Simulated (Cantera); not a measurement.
Cantera run, input and output.

```python
import numpy as np
import cantera as ct

gas = ct.Solution("gri30.yaml")


def delay(T, t_max=10):
    gas.TPX = T, 1000000, {'CO': 1, 'H2': 0.6, 'O2': 0.842, 'N2': 3.17, 'H2O': 1.5}
    reactor = ct.IdealGasReactor(gas, clone=False)
    net = ct.ReactorNet([reactor])
    net.rtol, net.atol = 1e-8, 1e-16
    while net.time < t_max:
        t_old, T_old = net.time, reactor.T
        net.step()
        if reactor.T > T + 400:  # ignition: a rise of 400 K
            return t_old + (T + 400 - T_old) / (reactor.T - T_old) * (net.time - t_old)
    return np.nan


taus = []
for T in [900, 1000, 1100, 1200, 1300, 1400, 1500, 1600, 1700]:
    taus.append(delay(T))
    print(f"T0 = {T:6g} K   tau = {taus[-1]:.4e} s")
```

Result:

```
T0 =    900 K   tau = 8.2638e-02 s
T0 =   1000 K   tau = 7.9845e-03 s
T0 =   1100 K   tau = 1.1478e-03 s
T0 =   1200 K   tau = 2.0977e-04 s
T0 =   1300 K   tau = 4.3526e-05 s
T0 =   1400 K   tau = 1.0690e-05 s
T0 =   1500 K   tau = 4.2109e-06 s
T0 =   1600 K   tau = 2.4483e-06 s
T0 =   1700 K   tau = 1.7269e-06 s
```

Model: GRI-Mech 3.0 (53 species, 325 reactions), integrated in Cantera. The hydrogen kinetics of GRI-Mech 3.0 are dated; newer H2 mechanisms differ, most at raised pressure. Below about 950 K walls govern HO2 and H2O2 in real vessels.
